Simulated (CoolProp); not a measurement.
Vapour pressure (bar) of C2F6 (R116): the reference equation beside estimates from Tc = 19.9 °C, pc = 30.48 bar, ω = 0.257. Clausius-Clapeyron is anchored at -68.45 °C with a constant enthalpy of vaporisation of 15.55 kJ/mol.

Model: reference Helmholtz-energy equation of state, Lemmon 2006, in CoolProp. It is a short technical equation, of lower accuracy than the large ones.

| T (°C) | reference | Lee-Kesler | Clausius-Clapeyron | van der Waals | Redlich-Kwong | Soave-Redlich-Kwong | Peng-Robinson |
|---|---|---|---|---|---|---|---|
| -68.45 | 1.654 | 1.654 | 1.654 | 6.046 | ? | 1.653 | 1.648 |
| -64.85 | 1.961 | 1.963 | 1.937 | 6.605 | 3.030 | 1.962 | 1.952 |
| -61.25 | 2.308 | 2.314 | ? | ? | 3.486 | 2.313 | 2.297 |
| -57.65 | 2.701 | 2.711 | 2.615 | 7.822 | 3.988 | 2.710 | 2.688 |
| -54.05 | 3.143 | 3.156 | 3.016 | 8.481 | 4.540 | 3.158 | 3.128 |
| -50.45 | 3.637 | 3.654 | 3.462 | 9.175 | 5.143 | 3.659 | 3.621 |
| -46.85 | 4.187 | 4.208 | 3.957 | 9.905 | 5.801 | 4.218 | 4.170 |
| -43.25 | 4.797 | 4.823 | 4.504 | 10.67 | 6.515 | 4.839 | 4.781 |
| -39.65 | 5.472 | 5.501 | 5.105 | 11.47 | 7.287 | 5.526 | 5.456 |
| -36.05 | 6.214 | 6.247 | 5.766 | 12.31 | 8.121 | 6.283 | 6.202 |
| -32.45 | 7.029 | 7.065 | 6.487 | 13.19 | 9.018 | 7.115 | 7.021 |

**Question.** Complete the blanks.

**Answer.** 
- -68.45, Redlich-Kwong: 2.619
- -61.25, Clausius-Clapeyron: 2.257
- -61.25, van der Waals: 7.197

Absolute difference from the reference over all 11 rows, mean and median: Lee-Kesler 0.4 and 0.5 %, Clausius-Clapeyron 4.4 and 4.8 %, van der Waals 161.8 and 152.3 %, Redlich-Kwong 42.2 and 41.4 %, Soave-Redlich-Kwong 0.6 and 0.6 %, Peng-Robinson 0.4 and 0.4 %.
